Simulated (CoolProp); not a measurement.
Saturation properties of carbonyl sulfide (Tc = 105.6 °C, pc = 6.369 MPa, ω = 0.098).

The numbers come from the reference Helmholtz-energy equation of state, Lemmon 2006 in CoolProp. It is a short technical equation, of lower accuracy than the large ones.

| T (°C) | p (MPa) | liquid density (kg/m³) | vapour density (kg/m³) | enthalpy of vaporisation (kJ/kg) | liquid cp (kJ/(kg K)) | surface tension (mN/m) |
|---|---|---|---|---|---|---|
| -67.35 | 0.04237 | 1210 | 1.511 | 320.1 | 1.168 | 24.1 |
| -58.55 | 0.06753 | 1192 | 2.323 | 314.5 | 1.174 | 22.3 |
| -49.75 | 0.1033 | 1173 | 3.439 | 308.6 | 1.182 | 20.7 |
| -40.95 | 0.1524 | 1154 | 4.928 | 302.6 | 1.193 | 19.1 |
| -32.25 | 0.2170 | 1135 | 6.840 | 296.4 | 1.206 | 17.5 |
| -23.45 | 0.3018 | 1115 | 9.301 | 289.8 | 1.221 | 15.9 |
| -14.65 | 0.4097 | 1094 | 12.38 | 282.8 | 1.239 | 14.4 |
| -5.85 | 0.5443 | 1073 | 16.19 | 275.4 | 1.260 | 13.0 |

It boils at -50.2 °C under 1 atm.

Surface tension comes from a separate correlation (Mulero 2012).
